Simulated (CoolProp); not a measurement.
Sulfur dioxide along the isobar 140 bar: density (kg/m³) from the reference equation and from simpler models built on Tc = 430.6 K, pc = 78.87 bar, ω = 0.256; each cubic takes its own stable root.

Model: reference Helmholtz-energy equation of state, Gao 2016, in CoolProp.

```tsv
T (K)	phase	reference	Redlich-Kwong	Soave-Redlich-Kwong
322.5	liquid	1330	?	1196
340.9	liquid	1278	1107	1145
359.3	liquid	?	1052	?
377.7	liquid	1161	993.2	1025
396.1	liquid	1093	927.6	952.7
414.5	liquid	1013	853.8	868.1
432.9	supercritical	913.5	768.7	766.2
451.4	supercritical	777.3	667.6	639.2
469.8	supercritical	584.6	551.1	496.8
488.2	supercritical	429.6	442.0	390.3
506.6	supercritical	350.1	367.4	?
525	supercritical	303.7	319.6	288.7
```

Task: Some entries are withheld; supply them.

Result: 
- 322.5, Redlich-Kwong: 1157
- 359.3, reference: 1222
- 359.3, Soave-Redlich-Kwong: 1089
- 506.6, Soave-Redlich-Kwong: 328.1
